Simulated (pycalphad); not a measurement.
All values are pycalphad results on the COST 507 light-alloy database (1999) (1 atm), not direct measurements. These are 1990s assessments: newer ones move some temperatures and phases. Phase fractions are per mole of atoms.

Question: Give the equilibrium state of Si-94.46Zr (wt.%) at 1027 °C.

Answer: SIZR3, fraction 0.640, with 90.7 Zr wt.%; bcc, fraction 0.360, with >99.99 Zr wt.%.

Question: Give the equilibrium state of Si-94.46Zr (wt.%) at 727 °C.

Answer: SIZR3, fraction 0.640, with 90.7 Zr wt.%; hcp, fraction 0.360, with >99.99 Zr wt.%.

Database names, with the compositions (at.%) that they take in these runs: SIZR3: Zr 75 Si 25.
